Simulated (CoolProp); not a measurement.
Values from CoolProp's reference Helmholtz-energy equation of state, Lemmon 2005. It is a short technical equation, of lower accuracy than the large ones.

Task: For 1-butene, give the phase and the expansivity (1/kK), fugacity coefficient at 189.35 °C and 23.1 bar; 214.35 °C and 23.1 bar.

Result: 
- 189.35 °C and 23.1 bar: gas; expansivity 3.79, fugacity coefficient 0.859
- 214.35 °C and 23.1 bar: gas; expansivity 3.24, fugacity coefficient 0.882
